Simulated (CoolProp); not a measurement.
Model: reference Helmholtz-energy equation of state, Thol 2019, in CoolProp.

### Question
Give the vapour pressure (MPa), liquid density (kg/m³), vapour density (kg/m³), enthalpy of vaporisation (kJ/kg) of saturated dodecamethylpentasiloxane (MD3M) at 497.9, 558.9 K.

### Answer
| T (K) | p (MPa) | liquid density (kg/m³) | vapour density (kg/m³) | enthalpy of vaporisation (kJ/kg) |
|---|---|---|---|---|
| 497.9 | 0.0899 | 661 | 9.28 | 112 |
| 558.9 | 0.314 | 572 | 34.4 | 85.9 |
